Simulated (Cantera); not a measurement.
A perfectly stirred reactor is fed with 5.70 % H2, 21.9 % O2, 72.4 % N2, at 100.0 Torr; it is held at 1048 K, and followed from long to short residence time.

Model: the H2/O2 subset of GRI-Mech 3.0, which has no nitrogen chemistry, integrated in Cantera. Radical loss at walls, strong at low pressure, is not modelled. The temperature is held fixed by assumption; the heat of reaction is taken as removed at once.

x: mole fraction; the columns are a selection and need not sum to one.

```
τ (s)       x H2   x O2       x O    x HO2      x OH
------  --------  -----  --------  -------  --------
24       3.10e-5  0.196   9.47e-6  8.82e-7   3.47e-5
6.9          [?]  0.196       [?]      [?]       [?]
2.0     0.000156  0.196   5.11e-5  3.22e-6   7.88e-5
0.58    0.000334  0.196  0.000115  5.43e-6  0.000122
0.17         [?]  0.196       [?]      [?]       [?]
0.049    0.00139  0.197  0.000517  1.17e-5  0.000323
0.014    0.00276  0.197   0.00104  1.50e-5  0.000546
0.0042   0.00529  0.197   0.00195  1.74e-5  0.000891
```

Problem. What belongs in the gaps?

Solution. 
- 6.9, x H2: 7.04e-5
- 6.9, x O: 2.22e-5
- 6.9, x HO2: 1.75e-6
- 6.9, x OH: 5.20e-5
- 0.17, x H2: 0.000689
- 0.17, x O: 0.000247
- 0.17, x HO2: 8.32e-6
- 0.17, x OH: 0.000195
